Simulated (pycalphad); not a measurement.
Source of the numbers: pycalphad with the COST 507 light-alloy database (1999); pressure 1 atm. The database dates from 1999; later assessments differ in places, in temperatures and in the compounds included. Amounts are mole fractions of atoms.

Task: Give the equilibrium state of Al-78.9Si (at.%) at 775 K.

Result: 
```
T = 775.00 K, P = 101325 Pa, N = 1 mol of atoms
G = -22222 J/mol, H = 11623 J/mol, S = 43.67 J/(mol K)  (SER reference)
chemical potentials (J/mol): Al -28861, Si -20446
phase             fraction      x(Al)      x(Si)
DIAMOND_A4          0.7874   1.91e-07     1.0000
FCC_A1              0.2126     0.9922     0.0078
```

Task: Give the equilibrium state of Al-78.9Si (at.%) at 1525 K.

Result: 
```
T = 1525.00 K, P = 101325 Pa, N = 1 mol of atoms
G = -68945 J/mol, H = 60141 J/mol, S = 84.65 J/(mol K)  (SER reference)
chemical potentials (J/mol): Al -108253, Si -58433
phase             fraction      x(Al)      x(Si)
LIQUID              0.7414     0.2845     0.7155
DIAMOND_A4          0.2586   0.000104     0.9999
```

FCC_A1 is fcc; DIAMOND_A4 is diamond (Si).
